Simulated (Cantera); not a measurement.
Feed: 1 mol CH2F2, 0.37 mol F2, equilibrated at 30.0 Pa.

Equilibrium computed with Cantera from the NASA thermochemical tables; the gas is ideal and each condensed phase is pure. Candidate condensed phases: C, C6H6, C7H8, C8H18; 95 gas species. Gases not in the tables: C2F6 and larger saturated fluorocarbons. The numbers say what is thermodynamically allowed, not how fast it happens.

**Question.** At 1752 °C, list the 5 most abundant gas species with their mole fractions, and the condensed phases.

**Answer.** HF 0.779, F 0.162, CF2 0.0529, CF4 0.00449, CF 0.000851. Condensed: C(graphite).
